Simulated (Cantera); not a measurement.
Feed: 1 mol BN, 0.012 mol H2, at 2025 K and 0.0150 Torr.

Method: chemical equilibrium by Gibbs-energy minimisation in Cantera with the NASA 1993 tables (ideal gas, pure condensed phases). Candidate condensed phases: B, BN; 15 gas species. Kinetics and transport are ignored.

Base state: N2 0.950, H 0.0335, B 0.0101, H2 0.00606, BN 4.50e-5 (mole fractions); condensed: B(s).

What changes in the equilibrium state with this change: temperature from 2025 K to 2475 K?


```csv
species,before,after
B,0.0101,0.656
N2,0.950,0.328
H,0.0335,0.0157
H2,0.00606,9.77e-6
B2,1.24e-7,2.18e-5
N,2.81e-7,2.96e-5
"B(s), mol",0.995,0
```

What changes in the equilibrium state with this change: temperature from 2025 K to 2873.15 K?


```json
[
 {"species": "B", "before": "0.0101", "after": "0.656"},
 {"species": "N2", "before": "0.950", "after": "0.327"},
 {"species": "H", "before": "0.0335", "after": "0.0157"},
 {"species": "H2", "before": "0.00606", "after": "4.48e-7"},
 {"species": "N", "before": "2.81e-7", "after": "0.000759"},
 {"species": "BN", "before": "4.50e-5", "after": "0.000372"},
 {"species": "B(s), mol", "before": "0.995", "after": "0"}
]
```
